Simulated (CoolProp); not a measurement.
A closed Brayton cycle with carbon dioxide: compressor inlet 333.15 K and 9 MPa, high pressure 28.4 MPa, turbine inlet 715 K, compressor efficiency 0.85, turbine efficiency 0.93, recuperator effectiveness 0.8 (on enthalpy, no pinch check). Each further row changes one setting.

Model: reference Helmholtz-energy equation of state, Span 1996, in CoolProp.

```
case                           thermal efficiency (%)  net work (kJ/kg)  compressor to turbine work  compressor exit (K)  turbine exit (K)
-----------------------------  ----------------------  ----------------  --------------------------  -------------------  ----------------
as stated                                        26.5              65.0                        0.50                431.7             584.8
turbine inlet 665 K                              24.0              53.5                        0.55                431.7             539.8
compressor inlet 343.15 K                        24.9              58.0                        0.55                448.5             584.8
high pressure 24.1 MPa                           26.0              59.7                        0.47                417.2             602.9
recuperator effectiveness 0.5                    21.8              65.0                        0.50                431.7             584.8
```
